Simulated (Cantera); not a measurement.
Charge: 1 mol PbO, 1.2 mol CO, 0.77 mol H2, held at 873.15 K and 0.133 bar.

Cantera equilibrium calculation (NASA polynomials, part measured and part estimated; ideal gas, pure solids and liquids). The numbers say what is thermodynamically allowed, not how fast it happens.

```json
[
 {"species": "Pb", "before": "4.79e-6", "after": "0.336"},
 {"species": "CO", "before": "0.242", "after": "0.240"},
 {"species": "H2O", "before": "0.142", "after": "0.172"},
 {"species": "CO2", "before": "0.368", "after": "0.164"},
 {"species": "H2", "before": "0.248", "after": "0.0871"},
 {"species": "CH4", "before": "0.000880", "after": "<1e-9"},
 {"species": "PbO", "before": "<1e-9", "after": "0.000403"},
 {"species": "Pb2", "before": "<1e-9", "after": "0.000204"},
 {"species": "H", "before": "<1e-9", "after": "3.29e-5"},
 {"species": "Pb(l), mol", "before": "1.000", "after": "0"}
]
```
Gas species are given as mole fractions.

**Question.** Name the change that produced these shifts.
(A) temperature from 873.15 K to 848 K
(B) CO from 1.2 to 0.091 mol
(C) pressure from 0.133 bar to 0.640 bar
(D) temperature from 873.15 K to 1573 K

**Answer.** D, temperature from 873.15 K to 1573 K
